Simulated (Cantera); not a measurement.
A Cantera script and its output.

```python
import numpy as np
import cantera as ct

gas = ct.Solution("h2o2.yaml")
gas.TPX = 1375, 2666, {'H2': 0.059, 'O2': 1}
reactor = ct.IdealGasConstPressureReactor(gas, energy="off", clone=False)
net = ct.ReactorNet([reactor])
net.rtol, net.atol = 1e-08, 1e-18
show = ['H2', 'O2', 'OH', 'O', 'HO2']
times = np.geomspace(3e-06, 200, 13)

steps = ct.SolutionArray(gas, extra=["t"])
rows = []
print(f"{'t/s':>10s}{'T/K':>9s}{'P/Pa':>11s}" + "".join(f"{s:>11s}" for s in show))
for t in times:
    while net.time < t:
        t_next = net.step()
        steps.append(gas.state, t=t_next)
    rows.append([np.interp(t, steps.t, y) for y in (steps.T, steps.P, *steps(*show).X.T)])
    print(f"{t:10.3e}{rows[-1][0]:9.1f}{rows[-1][1]:11.4g}" + "".join(f"{x:11.3e}" for x in rows[-1][2:]))
rate = np.gradient(steps.T, steps.t)
print("integrator steps:", len(steps.t))
if steps.T.max() > steps.T[0] + 200:
    print(f"time of steepest temperature rise: {steps.t[rate.argmax()]:.4e} s")
gas.TPX = 1375, 2666, {'H2': 0.059, 'O2': 1}
gas.equilibrate("TP")
print(f"equilibrium (TP): T = {gas.T:.1f} K  " + "  ".join(f"{s} {gas[s].X[0]:.3e}" for s in show))
```

It prints:

```
       t/s      T/K       P/Pa         H2         O2         OH          O        HO2
 3.000e-06   1375.0       2666  5.571e-02  9.443e-01  6.238e-10  6.323e-10  5.188e-09
 1.346e-05   1375.0       2666  5.571e-02  9.443e-01  9.175e-09  9.728e-09  2.329e-08
 6.041e-05   1375.0       2666  5.571e-02  9.443e-01  1.164e-07  1.387e-07  1.046e-07
 2.711e-04   1375.0       2666  5.565e-02  9.442e-01  2.626e-05  3.279e-05  5.398e-07
 1.216e-03   1375.0       2666  1.040e-03  8.991e-01  6.101e-03  3.858e-02  4.463e-06
 5.459e-03   1375.0       2666  8.164e-04  9.085e-01  5.450e-03  3.020e-02  4.181e-06
 2.449e-02   1375.0       2666  3.451e-04  9.286e-01  3.578e-03  1.213e-02  3.016e-06
 1.099e-01   1375.0       2666  4.448e-05  9.406e-01  1.294e-03  1.520e-03  9.352e-07
 4.932e-01   1375.0       2666  3.536e-06  9.424e-01  3.664e-04  1.204e-04  1.388e-07
 2.213e+00   1375.0       2666  3.929e-07  9.426e-01  1.225e-04  1.342e-05  5.253e-08
 9.932e+00   1375.0       2666  1.172e-07  9.427e-01  6.702e-05  4.015e-06  6.793e-08
 4.457e+01   1375.0       2666  1.112e-07  9.427e-01  6.528e-05  3.810e-06  6.920e-08
 2.000e+02   1375.0       2666  1.112e-07  9.427e-01  6.528e-05  3.810e-06  6.920e-08
integrator steps: 1983
equilibrium (TP): T = 1375.0 K  H2 1.112e-07  O2 9.427e-01  OH 6.528e-05  O 3.810e-06  HO2 6.920e-08
```

Model: the H2/O2 subset of GRI-Mech 3.0, which has no nitrogen chemistry, integrated in Cantera. Radical loss at walls, strong at low pressure, is not modelled. The temperature is held fixed by assumption; the heat of reaction is taken as removed at once.
